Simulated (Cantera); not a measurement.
What does this Cantera script print?

```python
import numpy as np
import cantera as ct

gas_names = """
    CL CL2 H HCL H2 N NH NH2 NH3 N2 N2H2 N2H4 Si SiCL SiCL2 SiCL3 SiCL4 SiH SiHCL3 SiH2 SiH2CL2 SiH3
    SiH3CL SiH4 SiN Si2 Si2N Si3
""".split()
cond_names = """
    NH4CL(a) NH4CL(b) Si(cr) Si(L) Si3N4(a)
""".split()


def load(file, names, dense=False):
    # The tables refer to 1 bar. Condensed volumes are neglected.
    table = {s.name: s for s in ct.Species.list_from_file(file)}
    out = []
    for n in names:
        d = dict(table[n].input_data)
        d["thermo"] = dict(d["thermo"], **{"reference-pressure": 1e5})
        if dense:
            d["equation-of-state"] = {"model": "constant-volume", "density": "1e6 g/cm^3"}
        out.append(ct.Species.from_dict(d))
    return out


gas = ct.Solution(thermo="ideal-gas", species=load("nasa_gas.yaml", gas_names))
cond = {s.name: ct.Solution(thermo="fixed-stoichiometry", species=[s], name=s.name)
        for s in load("nasa_condensed.yaml", cond_names, dense=True)}
atoms = {
    'SiCl4': {'Si': 1, 'CL': 4},
    'H2': {'H': 2},
    'NH3': {'N': 1, 'H': 3},
}
top_T = {'Si3N4(a)': 2400}  # K; cautious upper limits of use, not melting points


def equilibrate(T, P, feed):
    n = {}
    for name, mol in feed.items():
        for a, k in atoms[name].items():
            n[a] = n.get(a, 0.0) + k * mol
    gas.TPX = T, P, n
    mass = sum(n.values()) * gas.mean_molecular_weight
    gas.equilibrate("TP")
    valid = [c for c in cond.values() if c.min_temp <= T <= top_T.get(c.name, c.max_temp)]
    mix = ct.Mixture([(gas, mass / gas.mean_molecular_weight)] + [(c, 0.0) for c in valid])
    mix.T, mix.P = T, P
    mix.equilibrate("TP", solver="vcs", rtol=1e-11, max_steps=5000)
    return mix


results = []
feed = {'SiCl4': 1, 'H2': 8.9, 'NH3': 0.0027}  # mol
P = 11000  # Pa
for T in [675, 750, 825, 900, 975, 1050, 1125, 1200, 1275, 1350, 1425, 1500, 1575]:
    mix = equilibrate(T, P, feed)
    results.append((T, P, feed, dict(zip(mix.species_names, mix.species_moles))))
    x = sorted(zip(gas.X, gas.species_names), reverse=True)
    print(f"T = {T:g} K  P = {P:g} Pa  gas = {mix.phase_moles(0):.4g} mol")
    print("   x: " + "  ".join(f"{s} {v:.3e}" for v, s in x if v > 1e-05))
    print("   condensed (mol): " + ("  ".join(f"{mix.phase(i).name} {mix.phase_moles(i):.4g}"
          for i in range(1, mix.n_phases) if mix.phase_moles(i) > 1e-12) or "none"))
```

Output:

```
T = 675 K  P = 11000 Pa  gas = 9.906 mol
   x: H2 8.954e-01  SiCL4 9.774e-02  HCL 3.828e-03  SiHCL3 2.999e-03
   condensed (mol): Si3N4(a) 0.000675
T = 750 K  P = 11000 Pa  gas = 9.906 mol
   x: H2 8.926e-01  SiCL4 9.494e-02  HCL 6.645e-03  SiHCL3 5.772e-03  SiH2CL2 2.575e-05
   condensed (mol): Si3N4(a) 0.000675
T = 825 K  P = 11000 Pa  gas = 9.906 mol
   x: H2 8.887e-01  SiCL4 9.111e-02  HCL 1.053e-02  SiHCL3 9.508e-03  SiH2CL2 8.375e-05  SiCL3 3.435e-05
   condensed (mol): Si3N4(a) 0.000675
T = 900 K  P = 11000 Pa  gas = 9.907 mol
   x: H2 8.838e-01  SiCL4 8.631e-02  HCL 1.548e-02  SiHCL3 1.400e-02  SiH2CL2 2.154e-04  SiCL3 1.868e-04  SiCL2 1.926e-05
   condensed (mol): Si3N4(a) 0.000675
T = 975 K  P = 11000 Pa  gas = 9.912 mol
   x: H2 8.777e-01  SiCL4 8.056e-02  HCL 2.160e-02  SiHCL3 1.871e-02  SiCL3 7.534e-04  SiH2CL2 4.552e-04  SiCL2 1.995e-04
   condensed (mol): Si3N4(a) 0.000675
T = 1050 K  P = 11000 Pa  gas = 9.931 mol
   x: H2 8.698e-01  SiCL4 7.369e-02  HCL 2.973e-02  SiHCL3 2.238e-02  SiCL3 2.321e-03  SiCL2 1.324e-03  SiH2CL2 7.746e-04
   condensed (mol): Si3N4(a) 0.000675
T = 1125 K  P = 11000 Pa  gas = 9.995 mol
   x: H2 8.567e-01  SiCL4 6.570e-02  HCL 4.479e-02  SiHCL3 2.183e-02  SiCL3 5.147e-03  SiCL2 4.962e-03  SiH2CL2 8.897e-04
   condensed (mol): Si(cr) 0.01318  Si3N4(a) 0.0006749
T = 1200 K  P = 11000 Pa  gas = 10.11 mol
   x: H2 8.368e-01  HCL 6.750e-02  SiCL4 5.465e-02  SiHCL3 1.843e-02  SiCL2 1.285e-02  SiCL3 8.949e-03  SiH2CL2 8.138e-04
   condensed (mol): Si(cr) 0.03022  Si3N4(a) 0.0006737
T = 1275 K  P = 11000 Pa  gas = 10.28 mol
   x: H2 8.123e-01  HCL 9.272e-02  SiCL4 3.979e-02  SiCL2 2.743e-02  SiHCL3 1.407e-02  SiCL3 1.295e-02  SiH2CL2 6.899e-04
   condensed (mol): Si(cr) 0.02221  Si3N4(a) 0.0006631
T = 1350 K  P = 11000 Pa  gas = 10.47 mol
   x: H2 7.861e-01  HCL 1.185e-01  SiCL2 4.629e-02  SiCL4 2.430e-02  SiCL3 1.502e-02  SiHCL3 9.226e-03  SiH2CL2 5.110e-04  N2 1.820e-05
   condensed (mol): Si3N4(a) 0.0005797
T = 1425 K  P = 11000 Pa  gas = 10.64 mol
   x: H2 7.621e-01  HCL 1.438e-01  SiCL2 6.196e-02  SiCL3 1.403e-02  SiCL4 1.249e-02  SiHCL3 5.180e-03  SiH2CL2 3.279e-04  N2 1.269e-04  H 1.795e-05
   condensed (mol): none
T = 1500 K  P = 11000 Pa  gas = 10.75 mol
   x: H2 7.459e-01  HCL 1.610e-01  SiCL2 7.331e-02  SiCL3 1.129e-02  SiCL4 5.521e-03  SiHCL3 2.649e-03  SiH2CL2 2.022e-04  N2 1.255e-04  H 4.584e-05
   condensed (mol): none
T = 1575 K  P = 11000 Pa  gas = 10.82 mol
   x: H2 7.367e-01  HCL 1.706e-01  SiCL2 8.036e-02  SiCL3 8.343e-03  SiCL4 2.267e-03  SiHCL3 1.306e-03  N2 1.247e-04  SiH2CL2 1.241e-04  H 1.075e-04  CL 1.979e-05
   condensed (mol): none
```

Equilibrium computed with Cantera from the NASA thermochemical tables; the gas is ideal and each condensed phase is pure. Mutual solubility and eutectic melting of coexisting phases are not modelled. The tables' values for SiCl3 are old estimates; treat these amounts as uncertain.
